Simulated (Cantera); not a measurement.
Cantera run:

```python
import numpy as np
import cantera as ct

gas_names = """
    CL CL2 H HCL H2 N NH NH2 NH3 N2 N2H2 N2H4 Pb PbCL PbCL2 PbCL4 Pb2
""".split()
cond_names = """
    NH4CL(a) NH4CL(b) Pb(cr) Pb(L) PbCL2(s) PbCL2(L)
""".split()


def load(file, names, dense=False):
    # The tables refer to 1 bar. Condensed volumes are neglected.
    table = {s.name: s for s in ct.Species.list_from_file(file)}
    out = []
    for n in names:
        d = dict(table[n].input_data)
        d["thermo"] = dict(d["thermo"], **{"reference-pressure": 1e5})
        if dense:
            d["equation-of-state"] = {"model": "constant-volume", "density": "1e6 g/cm^3"}
        out.append(ct.Species.from_dict(d))
    return out


gas = ct.Solution(thermo="ideal-gas", species=load("nasa_gas.yaml", gas_names))
cond = {s.name: ct.Solution(thermo="fixed-stoichiometry", species=[s], name=s.name)
        for s in load("nasa_condensed.yaml", cond_names, dense=True)}
atoms = {
    'Pb': {'Pb': 1},
    'N2': {'N': 2},
    'HCl': {'H': 1, 'CL': 1},
}
top_T = {}  # K; cautious upper limits of use, not melting points


def equilibrate(T, P, feed):
    n = {}
    for name, mol in feed.items():
        for a, k in atoms[name].items():
            n[a] = n.get(a, 0.0) + k * mol
    gas.TPX = T, P, n
    mass = sum(n.values()) * gas.mean_molecular_weight
    gas.equilibrate("TP")
    valid = [c for c in cond.values() if c.min_temp <= T <= top_T.get(c.name, c.max_temp)]
    mix = ct.Mixture([(gas, mass / gas.mean_molecular_weight)] + [(c, 0.0) for c in valid])
    mix.T, mix.P = T, P
    mix.equilibrate("TP", solver="vcs", rtol=1e-11, max_steps=5000)
    return mix


results = []
feed = {'Pb': 1, 'N2': 2.2, 'HCl': 0.041}  # mol
P = 700000  # Pa
for T in [775, 825, 875, 925, 975, 1025, 1075, 1125, 1175, 1225, 1275, 1325, 1375]:
    mix = equilibrate(T, P, feed)
    results.append((T, P, feed, dict(zip(mix.species_names, mix.species_moles))))

top = {s: max(r[3][s] / sum(r[3][g] for g in gas_names) for r in results) for s in gas_names}
cols = sorted((s for s in top if top[s] > 1e-05), key=lambda s: -top[s])[:8]
seen = [c for c in cond_names if any(r[3].get(c, 0) > 1e-12 for r in results)]
print("log10 of partial pressures in bar; condensed amounts in mol")
print(f"{'T/K':>10s}" + "".join(f"{s[:9]:>10s}" for s in cols + seen))
for T, P, feed, n in results:
    ng = sum(n[g] for g in gas_names)
    print(f"{T:10.4g}" + "".join(f"{np.log10(max(n[s] / ng * P / 1e5, 1e-99)):10.3f}" for s in cols)
          + "".join(f"{n.get(c, 0):10.4g}" for c in seen))
```

Result:

```
log10 of partial pressures in bar; condensed amounts in mol
       T/K        N2        H2       HCL      PbCL     PbCL2     PbCL4        Pb       NH3     Pb(L)  PbCL2(L)
       775     0.841    -1.215    -2.171    -5.172    -3.464    -2.547    -7.604    -3.814    0.9815   0.01752
       825     0.840    -1.238    -1.887    -4.472    -2.855    -2.102    -6.843    -4.067    0.9841   0.01296
       875     0.839    -1.276    -1.649    -3.858    -2.325    -1.723    -6.171    -4.320    0.9891  0.003319
       925     0.838    -1.310    -1.519    -3.394    -2.015    -1.708    -5.573    -4.548    0.9905         0
       975     0.838    -1.339    -1.435    -3.011    -1.806    -1.829    -5.038    -4.751    0.9899         0
      1025     0.838    -1.366    -1.376    -2.685    -1.652    -2.005    -4.556    -4.935     0.989         0
      1075     0.837    -1.384    -1.341    -2.410    -1.554    -2.245    -4.120    -5.095     0.988         0
      1125     0.837    -1.394    -1.325    -2.180    -1.504    -2.541    -3.723    -5.229    0.9869         0
      1175     0.837    -1.396    -1.322    -1.986    -1.490    -2.873    -3.361    -5.342    0.9858         0
      1225     0.837    -1.393    -1.328    -1.819    -1.499    -3.219    -3.029    -5.440    0.9845         0
      1275     0.836    -1.387    -1.340    -1.674    -1.524    -3.570    -2.724    -5.524    0.9829         0
      1325     0.836    -1.378    -1.356    -1.548    -1.561    -3.921    -2.443    -5.599    0.9809         0
      1375     0.836    -1.368    -1.377    -1.439    -1.611    -4.275    -2.183    -5.664    0.9783         0
```

Equilibrium computed with Cantera from the NASA thermochemical tables; the gas is ideal and each condensed phase is pure. Each liquid is taken as pure. The tables' values for PbCl4 are old estimates; treat these amounts as uncertain.
